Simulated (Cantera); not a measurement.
A Cantera script and what it prints.

```python
import numpy as np
import cantera as ct

gas_names = """
    H H2 Si SiH SiH2 SiH3 SiH4 Si2 Si3
""".split()
cond_names = """
    Si(cr) Si(L)
""".split()


def load(file, names, dense=False):
    # The tables refer to 1 bar. Condensed volumes are neglected.
    table = {s.name: s for s in ct.Species.list_from_file(file)}
    out = []
    for n in names:
        d = dict(table[n].input_data)
        d["thermo"] = dict(d["thermo"], **{"reference-pressure": 1e5})
        if dense:
            d["equation-of-state"] = {"model": "constant-volume", "density": "1e6 g/cm^3"}
        out.append(ct.Species.from_dict(d))
    return out


gas = ct.Solution(thermo="ideal-gas", species=load("nasa_gas.yaml", gas_names))
cond = {s.name: ct.Solution(thermo="fixed-stoichiometry", species=[s], name=s.name)
        for s in load("nasa_condensed.yaml", cond_names, dense=True)}
atoms = {
    'SiH4': {'Si': 1, 'H': 4},
    'H2': {'H': 2},
}
top_T = {}  # K; cautious upper limits of use, not melting points


def equilibrate(T, P, feed):
    n = {}
    for name, mol in feed.items():
        for a, k in atoms[name].items():
            n[a] = n.get(a, 0.0) + k * mol
    gas.TPX = T, P, n
    mass = sum(n.values()) * gas.mean_molecular_weight
    gas.equilibrate("TP")
    valid = [c for c in cond.values() if c.min_temp <= T <= top_T.get(c.name, c.max_temp)]
    mix = ct.Mixture([(gas, mass / gas.mean_molecular_weight)] + [(c, 0.0) for c in valid])
    mix.T, mix.P = T, P
    mix.equilibrate("TP", solver="vcs", rtol=1e-11, max_steps=5000)
    return mix


results = []
feed = {'SiH4': 1, 'H2': 32}  # mol
T = 2450  # K
for P in [100, 320, 1000, 3200, 10000, 32000, 100000]:
    mix = equilibrate(T, P, feed)
    results.append((T, P, feed, dict(zip(mix.species_names, mix.species_moles))))
    x = sorted(zip(gas.X, gas.species_names), reverse=True)
    print(f"T = {T:g} K  P = {P:g} Pa  gas = {mix.phase_moles(0):.4g} mol")
    print("   x: " + "  ".join(f"{s} {v:.3e}" for v, s in x if v > 1e-06))
    print("   condensed (mol): " + ("  ".join(f"{mix.phase(i).name} {mix.phase_moles(i):.4g}"
          for i in range(1, mix.n_phases) if mix.phase_moles(i) > 1e-12) or "none"))
```

Result:

```
T = 2450 K  P = 100 Pa  gas = 45.39 mol
   x: H2 5.199e-01  H 4.581e-01  Si 2.188e-02  SiH 1.424e-04  Si2 3.655e-06  SiH2 2.986e-06
   condensed (mol): none
T = 2450 K  P = 320 Pa  gas = 41.01 mol
   x: H2 6.823e-01  H 2.934e-01  Si 2.402e-02  SiH 3.205e-04  Si2 1.411e-05  SiH2 1.377e-05
   condensed (mol): none
T = 2450 K  P = 1000 Pa  gas = 38.43 mol
   x: H2 7.949e-01  H 1.791e-01  Si 2.523e-02  SiH 6.423e-04  SiH2 5.266e-05  Si2 4.862e-05
   condensed (mol): none
T = 2450 K  P = 3200 Pa  gas = 36.9 mol
   x: H2 8.684e-01  H 1.047e-01  Si 2.538e-02  SiH 1.208e-03  SiH2 1.852e-04  Si2 1.574e-04  Si3 6.946e-06
   condensed (mol): none
T = 2450 K  P = 10000 Pa  gas = 36.01 mol
   x: H2 9.121e-01  H 6.068e-02  Si 2.406e-02  SiH 2.075e-03  SiH2 5.762e-04  Si2 4.421e-04  Si3 5.780e-05
   condensed (mol): none
T = 2450 K  P = 32000 Pa  gas = 35 mol
   x: H2 9.525e-01  H 3.466e-02  Si 1.013e-02  SiH 1.596e-03  SiH2 8.105e-04  Si2 2.507e-04  Si3 4.415e-05  SiH3 1.150e-06
   condensed (mol): Si(L) 0.5391
T = 2450 K  P = 100000 Pa  gas = 34.47 mol
   x: H2 9.751e-01  H 1.984e-02  Si 3.241e-03  SiH 9.137e-04  SiH2 8.297e-04  Si2 8.021e-05  Si3 1.413e-05  SiH3 2.105e-06
   condensed (mol): Si(L) 0.8211
```

Equilibrium computed with Cantera from the NASA thermochemical tables; the gas is ideal and each condensed phase is pure. Gases not in the tables: Si2H6 and higher silanes.
